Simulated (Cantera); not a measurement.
Charge: 1 mol SiH4, 0.6 mol NO, 3.5 mol H2, equilibrated at 8.70 Pa.

Points: T (K) = 550, 650, 750, 850, 950, 1050, 1150, 1250, 1350, 1450, 1550.

Cantera's Mixture.equilibrate('TP', solver="vcs", rtol=1e-11, max_steps=5000) on the NASA tables stopped like this:

```
ERROR: FAILURE its = 5001!

*******************************************************************************
CanteraError thrown by MultiPhase::equilibrate:
VCS solver failed. Return code: -1
*******************************************************************************
```

What got this run through?

Several could match; the one computed here: The failure is numerical, not chemical. The same input converged with solver="gibbs", rtol=1e-10, max_steps=50000, and the result passed a check of the equilibrium conditions:
```
log10 of partial pressures in bar; condensed amounts in mol
       T/K        H2       SiO        N2         H    Si(cr) SiO2(Lqz) SiO2(hqz) Si2N2O(s)
       550    -4.060   -24.282   -36.529   -20.104      0.25      0.15         0       0.3
       650    -4.060   -19.128   -29.343   -16.892      0.25      0.15         0       0.3
       750    -4.060   -15.362   -24.084   -14.530      0.25      0.15         0       0.3
       850    -4.060   -12.493   -20.069   -12.719      0.25         0      0.15       0.3
       950    -4.060   -10.239   -16.903   -11.285      0.25         0      0.15       0.3
      1050    -4.061    -8.421   -14.345   -10.121    0.2499         0    0.1499       0.3
      1150    -4.061    -6.924   -12.238    -9.158    0.2462         0    0.1462       0.3
      1250    -4.071    -5.671   -10.472    -8.351    0.1809         0   0.08086       0.3
      1350    -4.084    -5.346    -8.232    -7.665    0.1004         0         0    0.2996
      1450    -4.092    -5.282    -6.094    -7.070    0.1546         0         0    0.2452
      1550    -4.128    -5.089    -5.390    -6.566    0.3974         0         0         0
```

The gas is ideal and each condensed phase is pure. Mutual solubility and eutectic melting of coexisting phases are not modelled. The tables hold silica as quartz up to 1696 K and as liquid above; real silica turns to tridymite and cristobalite and melts near 1996 K.
